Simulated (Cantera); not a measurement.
Charge: 1 mol B2O3, 1.8 mol HF, 58 mol N2, at 0.133 bar.

Cantera equilibrium calculation (NASA polynomials, part measured and part estimated; ideal gas, pure solids and liquids). Candidate condensed phases: B, BN, B2O3, B3O3H3, H2O; 62 gas species. Gases not in the tables: H3BO3. Equilibrium is a limit: real reactors are often held back by kinetics, nucleation or transport.

log p: log10 of the partial pressure in bar; n: condensed amount in mol.

```csv
T (K),log p N2,log p BOF,log p HF,log p H2O,log p HBO2,n B2O3(l)
873,-0.89,-6.76,-2.96,-2.83,-7.33,0.745
948,-0.89,-5.88,-2.89,-2.87,-6.52,0.760
1023,-0.89,-5.14,-2.82,-2.90,-5.83,0.773
1098,-0.89,-4.50,-2.77,-2.93,-5.24,0.783
1173,-0.89,-3.95,-2.73,-2.97,-4.74,0.782
1248,-0.89,-3.48,-2.71,-3.00,-4.29,0.754
1323,-0.89,-3.09,-2.71,-3.02,-3.90,?
1398,-0.89,-2.80,-2.75,-3.01,-3.55,?
1473,-0.89,-2.62,-2.87,-3.00,-3.22,?
1548,-0.90,-2.52,-3.05,-3.02,-2.95,?
1623,-0.90,-2.52,-3.06,-3.03,-2.93,?
```

Problem. Fill in the missing entries.

Solution. 
- 1323, n B2O3(l): 0.672
- 1398, n B2O3(l): 0.515
- 1473, n B2O3(l): 0.291
- 1548, n B2O3(l): 0.0248
- 1623, n B2O3(l): 0
